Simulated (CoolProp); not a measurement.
Saturation properties of nitrogen.

The numbers come from the reference Helmholtz-energy equation of state, Span 2000 in CoolProp.

| T (K) | p (kPa) | vapour density (kg/m³) | enthalpy of vaporisation (kJ/kg) | liquid cp (kJ/(kg K)) | vapour viscosity (µPa s) | liquid conductivity (mW/(m K)) |
|---|---|---|---|---|---|---|
| 90.6 | 379.3 | 15.83 | 179.5 | 2.148 | ? | 119 |
| 93 | 462.1 | 19.13 | 175.2 | 2.181 | 6.75 | 114 |
| 95.5 | 561.5 | 23.12 | ? | 2.221 | 6.98 | 109 |
| 98 | 675.6 | 27.74 | 165.3 | 2.271 | 7.23 | 104 |
| 100.4 | 800.1 | 32.87 | 160.1 | ? | 7.47 | 99.3 |
| 102.9 | 946.4 | 39.03 | 154.2 | 2.402 | 7.74 | 94.4 |
| 105.3 | 1104 | 45.87 | 148.0 | 2.491 | 8.02 | 89.7 |
| 107.8 | 1287 | 54.14 | 141.0 | 2.609 | 8.33 | 84.8 |
| 110.2 | 1483 | 63.41 | 133.7 | 2.757 | 8.65 | 80.0 |
| 112.7 | 1708 | 74.80 | 125.1 | 2.967 | 9.04 | 75.1 |
| 115.1 | 1947 | 87.89 | 115.9 | 3.255 | 9.46 | 70.4 |
| 117.6 | 2221 | 104.6 | 104.8 | 3.719 | 9.98 | 65.6 |
| 120.1 | 2523 | 126.1 | 91.45 | ? | 10.7 | 60.8 |

Problem. Some entries are withheld; supply them.

Solution. 
- 90.6, vapour viscosity (µPa s): 6.53
- 95.5, enthalpy of vaporisation (kJ/kg): 170.4
- 100.4, liquid cp (kJ/(kg K)): 2.328
- 120.1, liquid cp (kJ/(kg K)): 4.554

It boils at 77.4 K under 1 atm.

Viscosity comes from a separate model (Lemmon 2004). Thermal conductivity comes from a separate model (Lemmon 2004).
